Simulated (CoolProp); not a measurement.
Vapour-liquid equilibrium of propane (1) + R113 (2) at 243.2 K; x and y are mole fractions of (1).

Computed with CoolProp (multi-fluid Helmholtz-energy mixture model, Lemmon 2009 and Marx 1992; pair parameters Bell 2016).

```tsv
x	bubble pressure (kPa)	y at the bubble point	dew pressure at overall composition x (kPa)	liquid density (mol/L)
0.05	14.55	0.813	2.980	9.166
0.125	31.20	0.918	3.233	9.387
0.2	46.60	0.949	3.532	9.618
0.275	60.72	0.964	3.893	9.859
0.35	73.65	0.972	4.336	10.11
0.425	85.53	0.978	4.892	10.37
0.5	96.58	0.982	5.612	10.65
0.575	107.0	0.986	6.580	10.93
0.65	117.1	0.989	7.951	11.23
0.725	127.2	0.991	10.04	11.55
0.8	137.4	0.994	13.63	11.88
0.875	148.2	0.996	21.19	12.23
0.95	159.8	0.998	47.29	12.59
```

No azeotrope shows between x = 0.05 and 0.95.

The pair parameters rest on a limited set of measurements; away from them the model extrapolates.
